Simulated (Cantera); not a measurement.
Input: 1 mol SiH4, 0.73 mol H2O, held at 1523.15 K and 75.0 Torr.

Cantera equilibrium calculation (NASA polynomials, part measured and part estimated; ideal gas, pure solids and liquids). Candidate condensed phases: H2O, Si, SiO2; 18 gas species. Mutual solubility and eutectic melting of coexisting phases are not modelled. The tables hold silica as quartz up to 1696 K and as liquid above; real silica turns to tridymite and cristobalite and melts near 1996 K. Kinetics and transport are ignored.

Base state: H2 0.992, SiO 0.00785, H 7.29e-5 (mole fractions); condensed: Si(s) + SiO2(β-quartz).

Question: What changes in the equilibrium state with this change: pressure from 75.0 Torr to 3.68 Torr?

Answer: 
```
species               before     after
-------------------  -------  --------
H2                     0.992     0.840
SiO                  0.00785     0.160
H                    7.29e-5  0.000303
Si(s), mol             0.624     0.375
SiO2(β-quartz), mol    0.354     0.105
```

Question: What changes in the equilibrium state with this change: temperature from 1523.15 K to 1125 K?

Answer: 
```
species               before    after
-------------------  -------  -------
H2                     0.992    1.000
SiO                  0.00785  5.34e-7
H                    7.29e-5  1.41e-7
Si(s), mol             0.624    0.635
SiO2(β-quartz), mol    0.354    0.365
```

Question: What changes in the equilibrium state with this change: pressure from 75.0 Torr to 0.158 Torr?

Answer: 
```
species               before    after
-------------------  -------  -------
H2                     0.992    0.788
SiO                  0.00785    0.211
H                    7.29e-5  0.00142
Si                   1.81e-7  8.61e-5
Si(s), mol             0.624    0.270
SiO2(β-quartz), mol    0.354        0
```
